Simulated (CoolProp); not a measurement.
Values from CoolProp's reference Helmholtz-energy equation of state, Span 1996.

Problem. Give the vapour pressure (MPa), vapour density (kg/m³), enthalpy of vaporisation (kJ/kg) of saturated carbon dioxide at -39.25, 0.65 °C.

Solution. 
```csv
T (°C),p (MPa),vapour density (kg/m³),enthalpy of vaporisation (kJ/kg)
-39.25,1.03,26.8,321
0.65,3.55,99.7,229
```
